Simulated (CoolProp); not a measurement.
Vapour-liquid equilibrium of hydrogen sulfide (1) + n-hexane (2) at 259.1 K; x and y are mole fractions of (1).

Model: multi-fluid Helmholtz-energy mixture model, Lemmon 2006 and Thol 2019; pair parameters Kunz 2012, in CoolProp.

```tsv
x	bubble pressure, mixture model (MPa)	bubble pressure, Raoult's law (MPa)	y, mixture model	y, Raoult's law
0.05	0.07870	0.03595	0.966	0.928
0.15	0.2174	0.1024	0.988	0.978
0.25	?	0.1689	0.992	0.988
0.35	?	0.2354	0.994	0.993
0.45	0.4301	0.3019	0.995	0.995
0.55	?	0.3684	0.995	0.997
0.65	0.4987	0.4349	0.996	0.998
0.75	0.5362	0.5013	0.997	0.999
0.85	?	0.5678	0.998	0.999
0.95	0.6344	0.6343	0.999	1.000
```

Question: What belongs in the gaps?

Answer: 
- 0.25, bubble pressure, mixture model (MPa): 0.3187
- 0.35, bubble pressure, mixture model (MPa): 0.3853
- 0.55, bubble pressure, mixture model (MPa): 0.4650
- 0.85, bubble pressure, mixture model (MPa): 0.5804

The largest gap from Raoult's law is +118.9 % in bubble pressure, at x = 0.05. No azeotrope shows between x = 0.05 and 0.95.

Pair parameters are fitted to limited data, so mixtures are less certain than the pure fluids. With so large a gap from Raoult's law the liquid may split in two, which this calculation doesn't test in full.
